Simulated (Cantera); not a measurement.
**CCl₄ + Si + H₂ (fluorocarbon and chlorocarbon gases)**

Feed: 1 mol CCl₄, a varied amount of Si, 0.58 mol H₂, held at 2350 K and 1330 Pa.

Cantera equilibrium calculation (NASA polynomials, part measured and part estimated; ideal gas, pure solids and liquids). Candidate condensed phases: C, C₆H₆, C₇H₈, C₈H₁₈, Si, SiC; 109 gas species. The tables' values for SiCl₃, SiCl are old estimates; treat these amounts as uncertain. Equilibrium is a limit: real reactors are often held back by kinetics, nucleation or transport.

| n(Si) (mol) | x Cl | x HCl | x SiCl₂ | x SiCl₃ | x H | x H₂ | x Cl₂ | n C(graphite) |
|---|---|---|---|---|---|---|---|---|
| 0.014 | 0.706 | 0.285 | 0.00319 | 0.000273 | 0.00337 | 0.000975 | 0.00124 | 1.000 |
| 0.043 | 0.697 | 0.287 | 0.00989 | 0.000835 | 0.00344 | 0.00102 | 0.00121 | 1.000 |
| 0.073 | 0.687 | 0.289 | 0.0169 | 0.00141 | 0.00352 | 0.00106 | 0.00118 | 1.000 |
| 0.1 | 0.677 | 0.291 | 0.0234 | 0.00192 | 0.00359 | 0.00111 | 0.00115 | 1.000 |
| 0.13 | 0.667 | 0.293 | 0.0307 | 0.00248 | 0.00368 | 0.00116 | 0.00111 | 1.000 |
| 0.16 | 0.657 | 0.296 | 0.0381 | 0.00304 | 0.00376 | 0.00121 | 0.00108 | 1.000 |
| 0.19 | 0.646 | 0.298 | 0.0457 | 0.00358 | 0.00385 | 0.00127 | 0.00104 | 1.000 |
| 0.22 | 0.635 | 0.300 | 0.0534 | 0.00411 | 0.00395 | 0.00134 | 0.00101 | 1.000 |
| 0.25 | 0.624 | 0.302 | 0.0613 | 0.00464 | 0.00405 | 0.00141 | 0.000973 | 1.000 |
x: gas mole fraction; n: condensed amount in mol.

From 0.014 mol Si to 0.25 mol Si the condensed part is C(graphite). The main Si-bearing gas is SiCl₂ throughout.
